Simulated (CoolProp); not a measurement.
Carbon monoxide along the isotherm 142.2 K: Z from the reference equation and from simpler models built on Tc = 132.9 K, pc = 3498 kPa, ω = 0.050; each cubic takes its own stable root.

Model: reference Helmholtz-energy equation of state, Lemmon 2006, in CoolProp. It is a short technical equation, of lower accuracy than the large ones.

```tsv
p (kPa)	phase	reference	van der Waals	Redlich-Kwong	Soave-Redlich-Kwong	Peng-Robinson
1750	gas	0.8499	0.8584	0.8469	0.8481	0.8313
3500	supercritical	0.6525	0.6542	0.6476	0.6519	0.6228
5250	supercritical	0.3700	0.3983	0.3968	0.4057	0.3774
7000	supercritical	0.3670	0.4470	0.3976	0.4016	0.3670
8750	supercritical	0.4179	0.5171	0.4435	0.4465	0.4056
10500	supercritical	0.4743	0.5901	0.4957	0.4983	0.4514
12200	supercritical	0.5300	0.6613	0.5478	0.5502	0.4976
14000	supercritical	0.5889	0.7363	0.6032	0.6054	0.5469
15700	supercritical	0.6441	0.8066	0.6552	0.6573	0.5934
17500	supercritical	0.7019	0.8804	0.7098	0.7118	0.6422
```
